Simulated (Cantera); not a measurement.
What does this Cantera script print?

```python
import numpy as np
import cantera as ct

gas_names = """
    O2 N2O B2O3
""".split()
cond_names = """
    BN(s)
""".split()


# ... load() reads the species with a 1 bar reference pressure and builds the phases ...
species = {s.name: s for s in load("nasa_gas.yaml", gas_names) + load("nasa_condensed.yaml", cond_names)}
# Each term lists the table entries of one substance; the one whose range holds T is used.
reactions = {
    '2 O2(g) + 2 BN = N2O(g) + B2O3(g)':
        [(-2, ['O2']), (-2, ['BN(s)']), (1, ['N2O']), (1, ['B2O3'])],
}


def pick(names, T):
    return next(species[n] for n in names if species[n].thermo.min_temp <= T <= species[n].thermo.max_temp)


results = []
for label, terms in reactions.items():
    print(label)
    print("     T/K   dH/kJ  dS/(J/K)   dG/kJ   log10 K")
    for T in [1623, 1723, 1823, 1923, 2023, 2123, 2223]:
        used = [(nu, pick(names, T)) for nu, names in terms]
        dH = sum(nu * s.thermo.h(T) for nu, s in used) / 1e6
        dS = sum(nu * s.thermo.s(T) for nu, s in used) / 1e3
        dG = dH - T * dS / 1e3
        logK = -dG * 1e6 / (ct.gas_constant * T * np.log(10))
        results.append((label, T, dH, dS, dG, logK, [s.name for _, s in used]))
        print(f"{T:8g} {dH:8.1f} {dS:8.1f} {dG:8.1f} {logK:8.2f}")
```

Output:

```
2 O2(g) + 2 BN = N2O(g) + B2O3(g)
     T/K   dH/kJ  dS/(J/K)   dG/kJ   log10 K
    1623   -258.8     60.1   -356.4    11.47
    1723   -259.8     59.5   -362.3    10.98
    1823   -260.7     59.0   -368.3    10.55
    1923   -261.6     58.5   -374.1    10.16
    2023   -262.6     58.0   -380.0     9.81
    2123   -263.5     57.6   -385.7     9.49
    2223   -264.4     57.2   -391.5     9.20
```

Cantera with NASA thermochemical tables; ideal gases at 1 bar, condensed phases pure. Condensed species are held in their standard states even where they would react or evaporate.
